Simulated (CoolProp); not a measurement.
Propylene along the isobar 80.1 bar: density (kg/m³) from the reference equation and from simpler models built on Tc = 364.2 K, pc = 45.55 bar, ω = 0.146; each cubic takes its own stable root.

Values from CoolProp's reference Helmholtz-energy equation of state, Lemmon 2013.

```json
[
 {"T (K)": "98.5", "phase": "liquid", "reference": "758.7", "van der Waals": "465.4", "Redlich-Kwong": "689.1", "Soave-Redlich-Kwong": "686.1"},
 {"T (K)": "123.9", "phase": "liquid", "reference": "730.3", "van der Waals": "453.7", "Redlich-Kwong": "671.6", "Soave-Redlich-Kwong": "670.2"},
 {"T (K)": "149.3", "phase": "liquid", "reference": "702.6", "van der Waals": "441.4", "Redlich-Kwong": "651.8", "Soave-Redlich-Kwong": "652.4"},
 {"T (K)": "174.7", "phase": "liquid", "reference": "675.1", "van der Waals": "428.4", "Redlich-Kwong": "629.7", "Soave-Redlich-Kwong": "632.3"},
 {"T (K)": "200.1", "phase": "liquid", "reference": "647.2", "van der Waals": "414.6", "Redlich-Kwong": "605.1", "Soave-Redlich-Kwong": "609.7"},
 {"T (K)": "225.5", "phase": "liquid", "reference": "618.6", "van der Waals": "399.9", "Redlich-Kwong": "577.8", "Soave-Redlich-Kwong": "584.3"},
 {"T (K)": "250.9", "phase": "liquid", "reference": "588.5", "van der Waals": "383.9", "Redlich-Kwong": "547.6", "Soave-Redlich-Kwong": "555.4"},
 {"T (K)": "276.3", "phase": "liquid", "reference": "556.2", "van der Waals": "366.5", "Redlich-Kwong": "513.7", "Soave-Redlich-Kwong": "522.4"},
 {"T (K)": "301.7", "phase": "liquid", "reference": "520.7", "van der Waals": "347.1", "Redlich-Kwong": "475.3", "Soave-Redlich-Kwong": "483.9"},
 {"T (K)": "327.1", "phase": "liquid", "reference": "479.7", "van der Waals": "325.1", "Redlich-Kwong": "431.0", "Soave-Redlich-Kwong": "438.0"},
 {"T (K)": "352.5", "phase": "liquid", "reference": "428.9", "van der Waals": "299.3", "Redlich-Kwong": "377.7", "Soave-Redlich-Kwong": "380.9"},
 {"T (K)": "377.9", "phase": "supercritical", "reference": "355.0", "van der Waals": "267.4", "Redlich-Kwong": "309.9", "Soave-Redlich-Kwong": "304.5"},
 {"T (K)": "403.4", "phase": "supercritical", "reference": "233.5", "van der Waals": "225.4", "Redlich-Kwong": "223.8", "Soave-Redlich-Kwong": "208.4"}
]
```
